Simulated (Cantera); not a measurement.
Feed: 1 mol SiH₂Cl₂, 20 mol H₂, equilibrated at 1123 K.

Equilibrium computed with Cantera from the NASA thermochemical tables; the gas is ideal and each condensed phase is pure. Candidate condensed phases: Si; 19 gas species. Equilibrium is a limit: real reactors are often held back by kinetics, nucleation or transport.

### Question
What share of the Si ends up in condensed phases as a function of P (Pa), at 100, 460, 2100, 9600, 44000, 200000?

### Answer
```tsv
P (Pa)	Si condensed (%)	as
100	73.3	Si(s)
460	70.2	Si(s)
2100	65.5	Si(s)
9600	60.1	Si(s)
44000	54.4	Si(s)
200000	48.8	Si(s)
```
